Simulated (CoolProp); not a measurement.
A single-stage vapour-compression cycle with R115: evaporating at 216.15 K (dew point), condensing at 256.15 K (bubble point), superheat 5 K, subcooling 2 K, compressor efficiency 0.8, no pressure losses. Each further row changes one setting.

Values from CoolProp's reference Helmholtz-energy equation of state, Lemmon 2016.

| case | cooling COP | pressure ratio | discharge temperature (K) | refrigerating effect (kJ/kg) | volumetric capacity (kJ/m³) |
|---|---|---|---|---|---|
| as stated | 3.63 | 5.85 | 267.8 | 99.2 | 361 |
| evaporating temperature 221.15 K | 4.36 | 4.51 | 266.3 | 102 | 473 |
| condensing temperature 251.15 K | 4.28 | 4.86 | 262.6 | 104 | 378 |
| subcooling 7 K | 3.81 | 5.85 | 267.8 | 104 | 378 |
| superheat 15 K | 3.68 | 5.85 | 278.4 | 105 | 366 |
| compressor efficiency 0.7 | 3.18 | 5.85 | 273.3 | 99.2 | 361 |
